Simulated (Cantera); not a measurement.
An adiabatic, constant-pressure homogeneous reactor starts with H2 : O2 : N2 = 1 : 0.568 : 2.14 (molar parts), at 975 K and 4.93 atm.

Cantera simulation using the H2/O2 subset of GRI-Mech 3.0, which has no nitrogen chemistry; the numbers are that mechanism's predictions, not measurements. The hydrogen kinetics of GRI-Mech 3.0 are dated; newer H2 mechanisms differ, most at raised pressure.

Question: Predict: time of steepest temperature rise; temperature at 2.00 s; equilibrium temperature; x(H2) at 2.00 s; x(O2) at 2.00 s; x(O) at 2.00 s; x(HO2) at 2.00 s; x(OH) at 2.00 s; x(H2O2) at 2.00 s; x(H2O) at 2.00 s.

Answer: 
| Item | Result |
|---|---|
| time of steepest temperature rise | 22.6 ms |
| temperature at 2.00 s | 2711 K |
| equilibrium temperature | 2711 K |
| x(H2) at 2.00 s | 0.0130 (gas-phase equilibrium 0.0130) |
| x(O2) at 2.00 s | 0.0226 (gas-phase equilibrium 0.0226) |
| x(O) at 2.00 s | 0.00256 (gas-phase equilibrium 0.00256) |
| x(HO2) at 2.00 s | 1.12e-5 (gas-phase equilibrium 1.12e-5) |
| x(OH) at 2.00 s | 0.0172 (gas-phase equilibrium 0.0172) |
| x(H2O2) at 2.00 s | 1.02e-6 (gas-phase equilibrium 1.02e-6) |
| x(H2O) at 2.00 s | 0.284 (gas-phase equilibrium 0.284) |
